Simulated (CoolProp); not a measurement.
Vapour-liquid equilibrium of propylene (1) + R134a (2) at 38.85 °C; x and y are mole fractions of (1).

Model: multi-fluid Helmholtz-energy mixture model, Lemmon 2013 and Tillner-Roth 1994; pair parameters Bell 2016, in CoolProp.

```csv
x,"bubble pressure, mixture model (bar)","bubble pressure, Raoult's law (bar)","y, mixture model","y, Raoult's law"
0.05,[?],10.17,0.119,0.079
0.125,12.26,10.63,0.252,0.189
0.2,13.40,11.10,0.350,0.289
0.275,14.34,11.56,0.427,0.382
0.35,15.11,12.03,[?],0.467
0.425,15.73,12.49,0.545,0.546
0.5,[?],12.96,[?],0.620
0.575,16.59,13.42,0.641,0.688
0.65,16.85,13.89,0.688,0.752
0.725,[?],14.35,0.738,0.811
0.8,17.01,14.82,0.793,0.867
0.875,16.85,15.28,0.857,0.919
0.95,16.47,15.75,0.935,0.969
```

Problem. Complete the blanks.

Solution. 
- 0.05, bubble pressure, mixture model (bar): 10.89
- 0.35, y, mixture model: 0.490
- 0.5, bubble pressure, mixture model (bar): 16.22
- 0.5, y, mixture model: 0.594
- 0.725, bubble pressure, mixture model (bar): 17.00

The largest gap from Raoult's law is +25.9 % in bubble pressure, at x = 0.425. y crosses x between x = 0.725 and 0.8: the model has an azeotrope there.

The pair parameters rest on a limited set of measurements; away from them the model extrapolates.
